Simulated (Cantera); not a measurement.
Cantera run:

```python
import numpy as np
import cantera as ct

gas_names = """
    F FO FO2 F2 F2O H HF HNO HNO2 HNO3 HOF HO2 H2 H2F2 H2O H2O2 H3F3 H4F4 H5F5 H6F6 H7F7 N NF NF2 NF3 NH
    NH2 NH3 NH2OH NO NO2 NO3 N2 N2H2 N2H4 N2O O OH O2 O3
""".split()
cond_names = """
    H2O(s) H2O(L)
""".split()


def load(file, names, dense=False):
    # The tables refer to 1 bar. Condensed volumes are neglected.
    table = {s.name: s for s in ct.Species.list_from_file(file)}
    out = []
    for n in names:
        d = dict(table[n].input_data)
        d["thermo"] = dict(d["thermo"], **{"reference-pressure": 1e5})
        if dense:
            d["equation-of-state"] = {"model": "constant-volume", "density": "1e6 g/cm^3"}
        out.append(ct.Species.from_dict(d))
    return out


gas = ct.Solution(thermo="ideal-gas", species=load("nasa_gas.yaml", gas_names))
cond = {s.name: ct.Solution(thermo="fixed-stoichiometry", species=[s], name=s.name)
        for s in load("nasa_condensed.yaml", cond_names, dense=True)}
atoms = {
    'HF': {'H': 1, 'F': 1},
    'O2': {'O': 2},
    'N2': {'N': 2},
}
top_T = {}  # K; cautious upper limits of use, not melting points


def equilibrate(T, P, feed):
    n = {}
    for name, mol in feed.items():
        for a, k in atoms[name].items():
            n[a] = n.get(a, 0.0) + k * mol
    gas.TPX = T, P, n
    mass = sum(n.values()) * gas.mean_molecular_weight
    gas.equilibrate("TP")
    valid = [c for c in cond.values() if c.min_temp <= T <= top_T.get(c.name, c.max_temp)]
    mix = ct.Mixture([(gas, mass / gas.mean_molecular_weight)] + [(c, 0.0) for c in valid])
    mix.T, mix.P = T, P
    mix.equilibrate("TP", solver="vcs", rtol=1e-11, max_steps=5000)
    return mix


results = []
feed = {'HF': 1, 'O2': 0.024, 'N2': 1.6}  # mol
T = 3073  # K
P = 10000000  # Pa
mix = equilibrate(T, P, feed)
results.append((T, P, feed, dict(zip(mix.species_names, mix.species_moles))))
print(gas.report(threshold=1e-05))
for i in range(1, mix.n_phases):
    print(f"{mix.phase(i).name:16s} {mix.phase_moles(i):12.5e} mol")
```

Result:

```
       temperature   3073 K
          pressure   1e+07 Pa
           density   9.7648 kg/m^3
  mean mol. weight   24.949 kg/kmol
   phase of matter   gas

                          1 kg             1 kmol
                     ---------------   ---------------
          enthalpy       -3.2004e+05       -7.9848e+06  J
   internal energy       -1.3441e+06       -3.3535e+07  J
           entropy              9134        2.2789e+05  J/K
    Gibbs function       -2.8389e+07       -7.0828e+08  J
 heat capacity c_p            1474.9             36797  J/K
 heat capacity c_v            1141.6             28483  J/K

                      mass frac. Y      mole frac. X     chem. pot. / RT
                     ---------------   ---------------   ---------------
                 F         0.0034098         0.0044779           -20.526
                 H        9.2238e-06         0.0002283            -12.62
                HF           0.30128           0.37572           -33.145
                H2        1.0902e-05        0.00013492           -25.239
              H2F2        0.00011626        7.2492e-05           -66.291
               H2O         0.0011084          0.001535           -40.862
                NO         0.0077603         0.0064525           -27.807
                N2           0.67967           0.60532           -24.368
                 O        0.00060091        0.00093708           -15.623
                OH        0.00062129        0.00091143           -28.243
                O2         0.0053876         0.0042008           -31.247
     [  +29 minor]        2.3038e-05        1.5096e-05
```

These are equilibrium values from Cantera (NASA tables, ideal gas, pure condensed phases), not measurements of a reactor. The ideal-gas law is rough above about 30 bar.
